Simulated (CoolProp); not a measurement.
Saturation properties of R142b.

The numbers come from the reference Helmholtz-energy equation of state, Lemmon 2006 in CoolProp. It is a short technical equation, of lower accuracy than the large ones.

```json
[
 {"T (°C)": "-74.65", "p (MPa)": "0.002453", "liquid density (kg/m³)": "1333", "enthalpy of vaporisation (kJ/kg)": "257.5"},
 {"T (°C)": "-65.45", "p (MPa)": "0.004896", "liquid density (kg/m³)": "1314", "enthalpy of vaporisation (kJ/kg)": "?"},
 {"T (°C)": "-56.25", "p (MPa)": "0.009125", "liquid density (kg/m³)": "1295", "enthalpy of vaporisation (kJ/kg)": "248.2"},
 {"T (°C)": "-47.05", "p (MPa)": "0.01603", "liquid density (kg/m³)": "1275", "enthalpy of vaporisation (kJ/kg)": "243.5"},
 {"T (°C)": "-37.85", "p (MPa)": "0.02673", "liquid density (kg/m³)": "1256", "enthalpy of vaporisation (kJ/kg)": "238.8"},
 {"T (°C)": "-28.65", "p (MPa)": "0.04263", "liquid density (kg/m³)": "1236", "enthalpy of vaporisation (kJ/kg)": "234.0"},
 {"T (°C)": "-19.45", "p (MPa)": "0.06535", "liquid density (kg/m³)": "1216", "enthalpy of vaporisation (kJ/kg)": "229.0"},
 {"T (°C)": "-10.25", "p (MPa)": "0.09678", "liquid density (kg/m³)": "1195", "enthalpy of vaporisation (kJ/kg)": "?"},
 {"T (°C)": "-0.95", "p (MPa)": "0.1395", "liquid density (kg/m³)": "1174", "enthalpy of vaporisation (kJ/kg)": "218.5"},
 {"T (°C)": "8.25", "p (MPa)": "0.1950", "liquid density (kg/m³)": "1152", "enthalpy of vaporisation (kJ/kg)": "213.0"},
 {"T (°C)": "17.45", "p (MPa)": "0.2660", "liquid density (kg/m³)": "1130", "enthalpy of vaporisation (kJ/kg)": "207.1"},
 {"T (°C)": "26.65", "p (MPa)": "0.3552", "liquid density (kg/m³)": "1107", "enthalpy of vaporisation (kJ/kg)": "201.0"},
 {"T (°C)": "35.85", "p (MPa)": "0.4654", "liquid density (kg/m³)": "1083", "enthalpy of vaporisation (kJ/kg)": "194.5"},
 {"T (°C)": "45.05", "p (MPa)": "0.5995", "liquid density (kg/m³)": "?", "enthalpy of vaporisation (kJ/kg)": "187.6"}
]
```

### Question
What belongs in the gaps?

### Answer

- -65.45, enthalpy of vaporisation (kJ/kg): 252.8
- -10.25, enthalpy of vaporisation (kJ/kg): 223.9
- 45.05, liquid density (kg/m³): 1058

It boils at -9.1 °C under 1 atm.
